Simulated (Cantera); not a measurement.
# NO annealing gas

An isothermal, constant-pressure homogeneous reactor starts with 77.5 % NO, 22.5 % N2, at 2198 K and 760 Torr.

Cantera simulation using GRI-Mech 3.0 (53 species, 325 reactions); the numbers are that mechanism's predictions, not measurements.

| t (s) | x NO | x O | x NO2 | x N2 | x O2 | x N2O |
|---|---|---|---|---|---|---|
| 0.000300 | 0.773 | 0.000366 | 0.000258 | 0.226 | 0.000512 | 0.000285 |
| 0.000724 | 0.770 | 0.000403 | 0.000286 | 0.227 | 0.00200 | 0.000303 |
| 0.00175 | 0.763 | 0.000434 | 0.000309 | 0.231 | 0.00568 | 0.000296 |
| 0.00421 | 0.744 | 0.000501 | 0.000354 | 0.240 | 0.0146 | 0.000279 |
| 0.0102 | 0.701 | 0.000631 | 0.000433 | 0.261 | 0.0362 | 0.000242 |
| 0.0245 | 0.601 | 0.000858 | 0.000519 | 0.311 | 0.0859 | 0.000172 |
| 0.0591 | 0.409 | 0.00118 | 0.000495 | 0.408 | 0.182 | 7.58e-5 |
| 0.143 | 0.171 | 0.00148 | 0.000263 | 0.526 | 0.301 | 1.31e-5 |
| 0.344 | 0.0436 | 0.00161 | 7.37e-5 | 0.590 | 0.365 | 1.41e-6 |
| 0.829 | 0.0169 | 0.00164 | 2.91e-5 | 0.603 | 0.378 | 7.54e-7 |
| 2.00 | 0.0149 | 0.00164 | 2.56e-5 | 0.604 | 0.379 | 7.28e-7 |
x: mole fraction; the columns are a selection and need not sum to one.

Equilibrium at this temperature and pressure: NO 0.0148, O 0.00164, NO2 2.56e-5, N2 0.604, O2 0.379, N2O 7.28e-7 (gas phase only).
